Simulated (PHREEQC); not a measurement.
Solution (25 °C): 0.0013 mol K2HPO4 per kg of water. Closed to the air; pH follows from the charge balance.

Computed with PHREEQC (ion-association model, wateq4f.dat).

This is a speciation only: nothing precipitates in the calculation.

Question: Estimate the pH.

Answer: pH 9.08.

Question: In which forms is P present?

Answer: HPO4-2 98 %, H2PO4- 1.1 % of the P.

H3PO4, which wateq4f.dat lacks, is added to it with the constant of phreeqc.dat.
